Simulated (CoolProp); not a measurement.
n-perfluoropentane at 312 K and 6.53 MPa is throttled through a valve to 1.5 MPa with no heat exchange. Each further row changes one setting.

Computed with CoolProp (reference Helmholtz-energy equation of state, Gao 2022).

| case | temperature change (K) | final density (kg/m³) |
|---|---|---|
| as stated | [?] | 1560 |
| outlet pressure 0.45 MPa | [?] | 1560 |
| outlet pressure 1.95 MPa | [?] | [?] |

Problem. What belongs in the gaps?

Solution. 
- as stated, temperature change (K): +1.1
- outlet pressure 0.45 MPa, temperature change (K): +1.3
- outlet pressure 1.95 MPa, temperature change (K): +1.0
- outlet pressure 1.95 MPa, final density (kg/m³): 1570
